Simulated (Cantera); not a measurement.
A Cantera script and its output.

```python
import numpy as np
import cantera as ct

gas = ct.Solution("gri30.yaml")


def delay(T, t_max=10):
    gas.TPX = T, 430000, {'CH4': 1, 'H2': 1.4, 'O2': 6.59, 'N2': 24.8}
    reactor = ct.IdealGasConstPressureReactor(gas, clone=False)
    net = ct.ReactorNet([reactor])
    net.rtol, net.atol = 1e-8, 1e-16
    while net.time < t_max:
        t_old, T_old = net.time, reactor.T
        net.step()
        if reactor.T > T + 400:  # ignition: a rise of 400 K
            return t_old + (T + 400 - T_old) / (reactor.T - T_old) * (net.time - t_old)
    return np.nan


taus = []
for T in [1150, 1225, 1300, 1375, 1450, 1525, 1600]:
    taus.append(delay(T))
    print(f"T0 = {T:6g} K   tau = {taus[-1]:.4e} s")
```

Result:

```
T0 =   1150 K   tau = 3.8463e-04 s
T0 =   1225 K   tau = 1.4459e-04 s
T0 =   1300 K   tau = 7.0996e-05 s
T0 =   1375 K   tau = 4.0176e-05 s
T0 =   1450 K   tau = 2.5091e-05 s
T0 =   1525 K   tau = 1.6912e-05 s
T0 =   1600 K   tau = 1.2093e-05 s
```

Detailed kinetics in Cantera: GRI-Mech 3.0 (53 species, 325 reactions).
